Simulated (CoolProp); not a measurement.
Vapour pressure (MPa) of carbon dioxide: the reference equation beside estimates from Tc = 31.0 °C, pc = 7.377 MPa, ω = 0.224.

Values from CoolProp's reference Helmholtz-energy equation of state, Span 1996.

| T (°C) | reference | Lee-Kesler | van der Waals | Redlich-Kwong | Soave-Redlich-Kwong | Peng-Robinson |
|---|---|---|---|---|---|---|
| -35.05 | 1.200 | 1.200 | 2.557 | 1.553 | 1.204 | 1.190 |
| -31.95 | 1.336 | (withheld) | 2.717 | 1.705 | 1.341 | 1.325 |
| -28.75 | 1.489 | 1.486 | 2.888 | 1.873 | 1.494 | 1.476 |
| -25.65 | 1.648 | 1.645 | 3.060 | 2.046 | 1.655 | 1.634 |
| -22.45 | 1.825 | 1.820 | 3.244 | 2.237 | 1.834 | 1.811 |
| -19.25 | (withheld) | (withheld) | 3.435 | 2.438 | (withheld) | 2.001 |
| -16.15 | 2.214 | 2.207 | 3.626 | 2.645 | 2.228 | 2.199 |
| -12.95 | 2.433 | 2.424 | 3.831 | 2.871 | 2.450 | 2.419 |
| -9.85 | 2.660 | 2.650 | 4.036 | 3.102 | 2.680 | 2.647 |
| -6.65 | 2.910 | 2.899 | 4.254 | 3.353 | 2.933 | 2.898 |
| -3.55 | 3.169 | 3.156 | 4.473 | 3.609 | 3.195 | 3.159 |
| -0.35 | 3.453 | 3.439 | 4.705 | 3.886 | (withheld) | 3.445 |
| 2.75 | 3.746 | (withheld) | 4.938 | 4.168 | 3.779 | 3.741 |
| 5.95 | 4.067 | 4.051 | 5.185 | 4.473 | 4.104 | 4.065 |
| 9.15 | 4.408 | 4.392 | (withheld) | (withheld) | 4.448 | 4.410 |

**Question.** Complete the blanks.

**Answer.** 
- -31.95, Lee-Kesler: 1.335
- -19.25, reference: 2.016
- -19.25, Lee-Kesler: 2.010
- -19.25, Soave-Redlich-Kwong: 2.027
- -0.35, Soave-Redlich-Kwong: 3.483
- 2.75, Lee-Kesler: 3.730
- 9.15, van der Waals: 5.439
- 9.15, Redlich-Kwong: 4.793

Absolute difference from the reference over all 15 rows, mean and median: Lee-Kesler 0.3 and 0.4 %, van der Waals 61.6 and 57.5 %, Redlich-Kwong 18.4 and 18.0 %, Soave-Redlich-Kwong 0.7 and 0.7 %, Peng-Robinson 0.5 and 0.6 %.
